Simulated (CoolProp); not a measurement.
Vapour-liquid equilibrium of hydrogen sulfide (1) + isobutane (2) at 0.741 MPa; x and y are mole fractions of (1).

The numbers come from the multi-fluid Helmholtz-energy mixture model, Lemmon 2006 and Bücker 2006; pair parameters Kunz 2012 in CoolProp.

**Question.** Give the bubble temperature and the first vapour's composition at x = 0.05, 0.5, 0.8. Is there an azeotrope?

**Answer.** x = 0.05: 316.6 K, y = 0.224; x = 0.5: 273.9 K, y = 0.854; x = 0.8: 266.3 K, y = 0.933. No azeotrope shows between x = 0.05 and 0.95.

The pair parameters rest on a limited set of measurements; away from them the model extrapolates.
